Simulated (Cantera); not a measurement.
Input (Python, Cantera) and output of one run.

```python
import numpy as np
import cantera as ct

gas_names = """
    H HO2 H2 H2O H2O2 Nb NbO NbO2 O OH O2 O3
""".split()
cond_names = """
    H2O(s) H2O(L) Nb(cr) Nb(L) NbO(s) NbO(L) NbO2(I) NbO2(II) NbO2(III) NbO2(L) Nb2O5(s) Nb2O5(L)
""".split()


# ... load() reads the species with a 1 bar reference pressure and builds the phases ...
atoms = {
    'Nb2O5': {'Nb': 2, 'O': 5},
    'H2': {'H': 2},
}
top_T = {}  # K; cautious upper limits of use, not melting points


# ... equilibrate(T, P, feed) seeds the gas with the atoms and calls Mixture.equilibrate('TP', solver="vcs", rtol=1e-11, max_steps=5000) ...
results = []
feed = {'Nb2O5': 1, 'H2': 0.35}  # mol
T = 1498.15  # K
P = 410000  # Pa
mix = equilibrate(T, P, feed)
results.append((T, P, feed, dict(zip(mix.species_names, mix.species_moles))))
print(gas.report(threshold=0.0001))
for i in range(1, mix.n_phases):
    print(f"{mix.phase(i).name:16s} {mix.phase_moles(i):12.5e} mol")
```

Result:

```
       temperature   1498.2 K
          pressure   4.1e+05 Pa
           density   0.11148 kg/m^3
  mean mol. weight   3.387 kg/kmol
   phase of matter   gas

                          1 kg             1 kmol
                     ---------------   ---------------
          enthalpy        4.8921e+06         1.657e+07  J
   internal energy        1.2145e+06        4.1136e+06  J
           entropy             51876        1.7571e+05  J/K
    Gibbs function       -7.2826e+07       -2.4666e+08  J
 heat capacity c_p            9930.1             33634  J/K
 heat capacity c_v            7475.3             25319  J/K

                      mass frac. Y      mole frac. X     chem. pot. / RT
                     ---------------   ---------------   ---------------
                H2            0.5442            0.9143           -17.278
               H2O            0.4558          0.085696           -46.738
     [  +10 minor]        2.5285e-06        8.1512e-06

Nb(cr)            0.00000e+00 mol
NbO(s)            0.00000e+00 mol
NbO2(III)         5.99875e-02 mol
Nb2O5(s)          9.70006e-01 mol
```

Equilibrium computed with Cantera from the NASA thermochemical tables; the gas is ideal and each condensed phase is pure. Mutual solubility and eutectic melting of coexisting phases are not modelled. Condensed phases not in the tables: the oxides between NbO2 and Nb2O5.
